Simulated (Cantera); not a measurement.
An isothermal, constant-pressure homogeneous reactor starts with 0.656 % H2, 99.3 % O2, equivalence ratio 0.0033, at 1025 K and 20.0 Torr.

Detailed kinetics in Cantera: the H2/O2 subset of GRI-Mech 3.0, which has no nitrogen chemistry. Radical loss at walls, strong at low pressure, is not modelled.

One state of this run: x H2 = 0.00479; x O2 = 0.992; x H2O = 0.00142; x HO2 = 4.51e-6; x H2O2 = 1.01e-7. x: mole fraction; the columns are a selection and need not sum to one.

Problem. Which value of t (s) does it belong to?
A. 0.0114
B. 0.477
C. 6.47e-6
D. 20.0

Solution. A, 0.0114
